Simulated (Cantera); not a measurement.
A perfectly stirred reactor is fed with H₂ : O₂ : N₂ = 1 : 0.357 : 1.34 (molar parts), equivalence ratio 1.4, at 0.819 atm; it is adiabatic with a 350 K inlet, and is followed from long to short residence time, starting on the burning branch (τ in s: 0.4, 0.2, 0.099, 0.049, 0.024, 0.012, 0.006, 0.003, 0.0015, 0.00074, 0.00037, 0.00018, 9.1e-05).

Computed with Cantera and GRI-Mech 3.0 (53 species, 325 reactions).

One state of this run: T (K) = 2305; x H₂ = 0.120; x O₂ = 9.26e-5; x H₂O = 0.301; x O = 7.16e-5; x HO₂ = 5.18e-8. x: mole fraction; the columns are a selection and need not sum to one.

**Question.** Which value of τ (s) does it belong to?
(A) 0.0015
(B) 0.0060
(C) 0.099
(D) 0.024

**Answer.** C, 0.099
